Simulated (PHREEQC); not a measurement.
# Ultrapure water in contact with air or piping: an equilibrium model

Synthetic water in mmol/kgw, 20 °C, pH 5.83, pe 1.3: Na 0.00643; K 0.00162; Ca 0.000887; Mg 0.000476; Cl 0.00379; S(6) 0.000418; Alkalinity (meq/kgw) 0.00667; Mn(2) 7.36e-05; Fe(2) 1.6e-05; Br 4.16e-06; F 1.2e-05; B 5.27e-05; Li 9.29e-06.

Valence states are taken as typed.

Computed with PHREEQC (ion-association model, phreeqc.dat).

Each row changes one thing in this solution. No solid was allowed to form.

| case | ionic strength (mol/kgw) | CO2 (mol/kgw) | HCO3- (mol/kgw) | CO3-2 (mol/kgw) | CaHCO3+ (mol/kgw) | CaSO4 (mol/kgw) | SI of Rhodochrosite (MnCO3) | SI of Siderite (FeCO3) |
|---|---|---|---|---|---|---|---|---|
| as made | 1.45e-5 | 2.89e-5 | 8.15e-6 | 2.35e-10 | 8.32e-11 | 6.12e-11 | -5.67 | -6.58 |
| B from 5.27e-05 to 0.000105 mmol/kgw | 1.45e-5 | 2.89e-5 | 8.15e-6 | 2.35e-10 | 8.32e-11 | 6.12e-11 | -5.67 | -6.58 |
| Li from 9.29e-06 to 4.65e-06 mmol/kgw | 1.45e-5 | 2.89e-5 | 8.15e-6 | 2.35e-10 | 8.32e-11 | 6.12e-11 | -5.67 | -6.58 |
| all concentrations times 4 at the same typed pH | 5.35e-5 | 9.96e-5 | 2.82e-5 | ___ | 1.13e-9 | 9.47e-10 | -4.53 | -5.45 |
| pH from 5.83 to 5.5 at the same alkalinity | 1.62e-5 | 7.46e-5 | ___ | 1.33e-10 | ___ | 6.11e-11 | -5.91 | -6.83 |

Question: Fill in the missing entries.

Answer: 
- all concentrations times 4 at the same typed pH, CO3-2 (mol/kgw): 8.23e-10
- pH from 5.83 to 5.5 at the same alkalinity, HCO3- (mol/kgw): 9.84e-6
- pH from 5.83 to 5.5 at the same alkalinity, CaHCO3+ (mol/kgw): 1.00e-10

Complexes and solids missing from the database can't appear. Real BF4- forms and hydrolyses slowly; the run takes it at equilibrium. Fluoro complexes past AlF4- and FeF3 are missing from the database.
